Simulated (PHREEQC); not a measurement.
# Geothermal or formation water: an equilibrium model

Synthetic water in mg/kgw, 80 °C, pH 6.68:

```csv
constituent,mg/kgw
Na,3990
K,2660
Ca,486
Mg,510
Cl,9840
S(6) as SO4,1650
Alkalinity as HCO3,36.3
```

Cl is adjusted to close the charge balance.
Valence states are taken as typed.

The numbers come from PHREEQC with the Pitzer model, pitzer.dat.

Precipitation was switched off in this run.

Task: Estimate the activity of water.

Result: activity of water 0.991.

Task: In which forms is C present?

Result: HCO3- 78 %, CO2 22 % of the C.

Species that the database lacks are ignored. Constants without temperature data keep their 25 °C values here.
